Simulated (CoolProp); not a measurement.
CH3F (R41) along the isotherm 425 K: Z from the reference equation and from simpler models built on Tc = 317.3 K, pc = 5906 kPa, ω = 0.200; each cubic takes its own stable root.

The numbers come from the reference Helmholtz-energy equation of state, Lemmon 2006 in CoolProp. It is a short technical equation, of lower accuracy than the large ones.

```csv
p (kPa),phase,reference,Pitzer virial,Redlich-Kwong,Soave-Redlich-Kwong,Peng-Robinson
227,gas,0.9943,0.9953,0.9946,0.9955,0.9944
454,gas,0.9887,0.9906,0.9891,0.9909,0.9888
681,gas,0.9830,0.9859,0.9837,0.9864,0.9833
909,gas,0.9773,0.9812,0.9782,0.9819,0.9777
1140,gas,0.9716,0.9764,0.9727,0.9773,0.9721
1360,gas,0.9661,0.9719,0.9674,0.9729,0.9668
1590,gas,0.9604,0.9671,0.9618,0.9684,0.9613
1820,gas,0.9547,0.9624,0.9563,0.9639,0.9558
2040,gas,0.9493,0.9578,0.9510,0.9595,0.9505
2270,gas,0.9436,0.9531,0.9455,0.9550,0.9450
2500,gas,0.9380,0.9483,0.9399,0.9505,0.9396
2730,gas,0.9323,0.9435,0.9344,0.9461,0.9342
2950,gas,0.9269,0.9390,0.9291,0.9418,0.9291
```
